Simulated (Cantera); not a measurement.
An isothermal, constant-pressure homogeneous reactor starts with 1.17 % CO, 8.65 % O2, 0.117 % H2O, 90.1 % N2, at 1150 K and 36000 Pa.

Computed with Cantera and GRI-Mech 3.0 (53 species, 325 reactions).

One state of this run: x CO = 8.40e-8; x O2 = 0.0811; x H2O = 0.00118; x H2 = 1.96e-10; x NO = 1.76e-7; x H = 1.03e-11. x: mole fraction; the columns are a selection and need not sum to one.

Question: Which value of t (s) does it belong to?
A. 6.93
B. 0.833
C. 0.000500
D. 20.0

Answer: A, 6.93
